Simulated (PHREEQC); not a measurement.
A made-up water analysis in mg/L, 25 °C, pH 7.4, pe -0.1:

```csv
constituent,mg/L
Na,1810
K,2.25
Ca,338
Mg,119
Cl,3170
S(6) as SO4,660
Alkalinity as HCO3,1.59
Br,124
```

Valence states are taken as typed.

Computed with PHREEQC (ion-association model, phreeqc.dat).

Q: The ionic strength comes out as 0.119 mol/kgw. What activity coefficients do NaSO4-, Br-, Ca+2, Mg+2, Cl- get?

A: NaSO4- 0.78, Br- 0.74, Ca+2 0.37, Mg+2 0.39, Cl- 0.75.

This is a speciation only: nothing precipitates in the calculation. Species that the database lacks are ignored.
